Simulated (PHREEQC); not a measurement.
**Ultrapure water in contact with air or piping: an equilibrium model**

Model water analysis in mg/L, 25 °C, pH 6.48, pe 0.6:

| constituent | mg/L |
|---|---|
| Na | 0.215 |
| K | 0.207 |
| Ca | 0.404 |
| Mg | 0.132 |
| Cl | 0.363 |
| S(6) as SO4 | 0.312 |
| Alkalinity as HCO3 | 1.73 |
| N(-3) as NH4 | 0.000534 |
| B | 0.0121 |

Valence states are taken as typed.

Model: ion-association model, wateq4f.dat, run in PHREEQC.

No solid was allowed to form.

### Question
What charge-balance error does the model give?

### Answer
charge-balance error 0.7 %.

### Question
In which forms is C present?

### Answer
HCO3- 58 %, CO2 42 % of the C.
